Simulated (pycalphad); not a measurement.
# Effect of Si content in Al-Cu-Si

All values are pycalphad results on the COST 507 light-alloy database (1999) (1 atm), not direct measurements. The database dates from 1999; later assessments differ in places, in temperatures and in the compounds included. The system is extrapolated from its subsystems; higher-order compounds may be missing. Amounts are mole fractions of atoms.

| alloy | liquidus (K) | first solid | solidus (K) | phases at 550 K |
|---|---|---|---|---|
| Al-3.57Cu-2.94Si (at.%) | 894 | FCC_A1 | 785 | FCC_A1 0.87, ALCU_THETA 0.10, DIAMOND_A4 0.03 |
| Al-3.57Cu-5.87Si (at.%) | 874 | FCC_A1 | 785 | FCC_A1 0.84, ALCU_THETA 0.10, DIAMOND_A4 0.06 |
| Al-3.57Cu-8.81Si (at.%) | 852 | FCC_A1 | 785 | FCC_A1 0.81, ALCU_THETA 0.10, DIAMOND_A4 0.09 |
| Al-3.57Cu-11.75Si (at.%) | 852 | DIAMOND_A4 | 785 | FCC_A1 0.78, DIAMOND_A4 0.12, ALCU_THETA 0.10 |

Database names, with the compositions (at.%) that they take in these runs: ALCU_THETA: Al 67 Cu 32. FCC_A1 is fcc; DIAMOND_A4 is diamond (Si).
